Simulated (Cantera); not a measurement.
A closed system holds: 1 mol Si, a varied amount of Br₂, held at 327 °C and 10.0 mbar.

Method: chemical equilibrium by Gibbs-energy minimisation in Cantera with the NASA 1993 tables (ideal gas, pure condensed phases). Candidate condensed phases: Br₂, Si; 9 gas species. The numbers say what is thermodynamically allowed, not how fast it happens.

### Question
Which condensed phases are stable at each of these points (n(Br₂) (mol)): 0.57, 0.74, 0.94, 1.2, 1.6, 2, 2.6, 3.3?

### Answer
```tsv
n(Br₂) (mol)	condensed phases	Si condensed (%)
0.57	Si(s)	71.5
0.74	Si(s)	63.0
0.94	Si(s)	53.0
1.2	Si(s)	40.0
1.6	Si(s)	20.0
2	gas only	0.0
2.6	gas only	0.0
3.3	gas only	0.0
```

From 0.57 mol Br₂ to 1.6 mol Br₂ the condensed part is Si(s). From 2 mol Br₂ to 3.3 mol Br₂ nothing is condensed.
